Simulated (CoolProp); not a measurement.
Values from CoolProp's reference Helmholtz-energy equation of state, Lemmon 2006. It is a short technical equation, of lower accuracy than the large ones.

Problem. Give the vapour pressure (kPa), liquid viscosity (µPa s), vapour viscosity (µPa s), liquid conductivity (mW/(m K)) of saturated toluene at 29.95, 40.25, 55.75 °C.

Solution. 
| T (°C) | p (kPa) | liquid viscosity (µPa s) | vapour viscosity (µPa s) | liquid conductivity (mW/(m K)) |
|---|---|---|---|---|
| 29.95 | 4.88 | 520 | 7.08 | 129 |
| 40.25 | 7.98 | 464 | 7.30 | 126 |
| 55.75 | 15.6 | 395 | 7.63 | 122 |

Viscosity comes from a separate model (Avgeri 2015). Thermal conductivity comes from a separate model (Assael 2012).
